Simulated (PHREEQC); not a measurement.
Make-up at 25 °C: 4.8 mmol/kgw NH4HF2, 18 mmol/kgw (NH4)2SiF6 and 0.52 mmol/kgw H3BO3. Closed to the air; pH follows from the charge balance.

Equilibrium calculation in PHREEQC: ion-association model, phreeqc.dat.

Precipitation was switched off in this run.

Q: Estimate the pH.

A: pH 3.30.

Q: In which forms is F present?

A: SiF6-2 92 %, F- 4.2 %, HF 2.5 %, BF4- 1.3 % of the F.

SiF6-2 is the database's only silicon fluoride. Real BF4- forms and hydrolyses slowly; the run takes it at equilibrium.
